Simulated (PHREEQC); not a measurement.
Consider water at 25 °C with 0.017 mol/kgw HNO3, 2.3e-05 mol/kgw H4SiO4 and 0.004 mol/kgw H3BO3. Closed to the air; pH follows from the charge balance.

Equilibrium calculation in PHREEQC: ion-association model, phreeqc.dat.

Each row changes one thing in this solution. No solid was allowed to form.

| case | pH | SI of Quartz (SiO2) |
|---|---|---|
| as made | 1.82 | -0.66 |
| temperature from 25 to 75 °C | 1.82 | -1.29 |
| diluted 2-fold with water | 2.11 | -0.96 |
| H4SiO4 from 2.3e-05 to 0.000115 mol/kgw | 1.82 | +0.04 |
| H3BO3 left out | 1.82 | -0.66 |

At this temperature some constants are extrapolated from 25 °C, and those without enthalpy data are left unchanged.
